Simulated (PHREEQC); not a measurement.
A solution holds 0.01 mol HF, 0.027 mol NaF and 0.078 mol H3PO4 per kg of water, at 70 °C. Closed to the air; pH follows from the charge balance.

All values are PHREEQC results (ion-association model, phreeqc.dat), not measurements.

No solid was allowed to form.

### Question
Order these F species by the share of F that they hold, largest first: F-, HF2-, HF.

### Answer
HF (94 %), F- (4.6 %), HF2- (1.4 %)

The pH is 2.16 and the ionic strength 0.0351 mol/kgw. Away from 25 °C the constants follow the database's enthalpies or fits; those with neither stay at their 25 °C values.
